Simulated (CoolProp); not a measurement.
Vapour-liquid equilibrium of methanol (1) + water (2) at 81.05 °C; x and y are mole fractions of (1).

Computed with CoolProp (multi-fluid Helmholtz-energy mixture model, de Reuck 1993 and Wagner 2002; pair parameters Bell 2016).

| x | bubble pressure (kPa) | y at the bubble point | dew pressure at overall composition x (kPa) | liquid density (mol/L) |
|---|---|---|---|---|
| 0.05 | (withheld) | (withheld) | 51.70 | 51.17 |
| 0.2 | 89.76 | 0.540 | (withheld) | 44.09 |
| 0.35 | (withheld) | 0.687 | (withheld) | 38.36 |
| 0.5 | 131.6 | 0.780 | (withheld) | 33.65 |
| 0.65 | 148.9 | 0.852 | 105.9 | 29.74 |
| 0.8 | 165.5 | 0.916 | 136.2 | (withheld) |
| 0.95 | (withheld) | 0.979 | 174.7 | 23.66 |

Q: What belongs in the gaps?

A: 
- 0.05, bubble pressure (kPa): 61.12
- 0.05, y at the bubble point: 0.221
- 0.2, dew pressure at overall composition x (kPa): 59.81
- 0.35, bubble pressure (kPa): 112.5
- 0.35, dew pressure at overall composition x (kPa): 70.41
- 0.5, dew pressure at overall composition x (kPa): 84.97
- 0.8, liquid density (mol/L): 26.45
- 0.95, bubble pressure (kPa): 182.3

No azeotrope shows between x = 0.05 and 0.95.

The pair parameters rest on a limited set of measurements; away from them the model extrapolates.
